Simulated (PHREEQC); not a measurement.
A solution holds 9.1e-05 mol/kgw Ca(HCO3)2 and 0.01 mol/kgw NaHCO3, at 20 °C. Closed to the air; pH follows from the charge balance.

Model: ion-association model, wateq4f.dat, run in PHREEQC.

| Property | Result |
|---|---|
| pH | 8.26 |
| ionic strength | 0.0103 mol/kgw |
| total alkalinity | 10.2 meq/kg |

| species | molality | activity | log γ |
|---|---|---|---|
| Na+ | 0.00995 | 0.00898 | -0.045 |
| HCO3- | 0.00989 | 0.00895 | -0.043 |
| CO2 | 0.000119 | 0.000119 | 0.001 |
| CO3-2 | 0.000102 | 6.83e-5 | -0.174 |
| Ca+2 | 7.93e-5 | 5.31e-5 | -0.174 |
| NaHCO3 | 4.51e-5 | 4.52e-5 | 0.001 |
| NaCO3- | 9.77e-6 | 8.84e-6 | -0.043 |
| CaHCO3+ | 6.14e-6 | 5.57e-6 | -0.043 |
| CaCO3 | 5.54e-6 | 5.55e-6 | 0.001 |
| OH- | 1.37e-6 | 1.23e-6 | -0.046 |
| H+ | 6.04e-9 | 5.52e-9 | -0.039 |

This is a speciation only: nothing precipitates in the calculation.
